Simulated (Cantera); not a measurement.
Input (Python, Cantera):

```python
import numpy as np
import cantera as ct

gas = ct.Solution("gri30.yaml")
gas.TPX = 1173, 460, {'C2H4': 1, 'H2': 17}
inlet = ct.Reservoir(gas, clone=True)

reactor = ct.IdealGasConstPressureReactor(gas, energy="off", clone=False)
exhaust = ct.Reservoir(gas, clone=True)
tau = [23, 6.9, 2.1, 0.61, 0.18, 0.055, 0.016, 0.0049, 0.0015][0]
for a, b in ((inlet, reactor), (reactor, exhaust)):
    ct.MassFlowController(a, b, mdot=lambda t: reactor.mass / tau)
net = ct.ReactorNet([reactor])
show = ['C2H4', 'H2', 'H', 'CH4', 'CH3', 'C2H2', 'CH2']

rows = []
print(f"{'tau/s':>10s}{'T/K':>9s}" + "".join(f"{s:>11s}" for s in show))
for tau in [23, 6.9, 2.1, 0.61, 0.18, 0.055, 0.016, 0.0049, 0.0015]:
    net.initial_time = 0.0
    net.advance(30 * tau)
    before = gas.X
    net.advance(40 * tau)
    drift = np.max(np.abs(gas.X - before) / (gas.X + 1e-9))
    rows.append([gas.T, *gas[show].X, drift])
    print(f"{tau:10.3e}{gas.T:9.1f}" + "".join(f"{x:11.3e}" for x in gas[show].X))
```

It prints:

```
     tau/s      T/K       C2H4         H2          H        CH4        CH3       C2H2        CH2
 2.300e+01   1173.0  4.565e-02  9.449e-01  3.089e-06  1.366e-04  1.263e-08  9.294e-03  2.461e-13
 6.900e+00   1173.0  5.267e-02  9.446e-01  2.514e-06  3.261e-05  4.984e-09  2.692e-03  2.192e-13
 2.100e+00   1173.0  5.520e-02  9.445e-01  8.234e-07  1.877e-06  6.639e-10  3.309e-04  7.335e-14
 6.100e-01   1173.0  5.553e-02  9.444e-01  7.305e-09  1.401e-09  1.627e-12  2.201e-05  6.517e-16
 1.800e-01   1173.0  5.555e-02  9.444e-01  1.822e-09  3.374e-11  1.327e-13  6.350e-06  1.622e-16
 5.500e-02   1173.0  5.555e-02  9.444e-01  5.468e-10  1.183e-12  1.522e-14  1.930e-06  4.822e-17
 1.600e-02   1173.0  5.555e-02  9.444e-01  1.571e-10  4.742e-14  2.094e-15  5.605e-07  1.343e-17
 4.900e-03   1173.0  5.556e-02  9.444e-01  4.657e-11  2.685e-15  3.866e-16  1.716e-07  3.625e-18
 1.500e-03   1173.0  5.556e-02  9.444e-01  1.314e-11  1.375e-16  6.450e-17  5.251e-08  7.910e-19
```

Cantera simulation using GRI-Mech 3.0 (53 species, 325 reactions); the numbers are that mechanism's predictions, not measurements. GRI-Mech 3.0 was tuned for natural gas; its chemistry of ethylene as a main component is partial and can be far from experiment. GRI-Mech 3.0 stops at C3 and has no aromatics, soot or wall deposition, so with more carbon than oxygen in the feed, carbon stays in small species such as C2H2 where larger ones or solid carbon would form. Radical loss at walls, strong at low pressure, is not modelled.
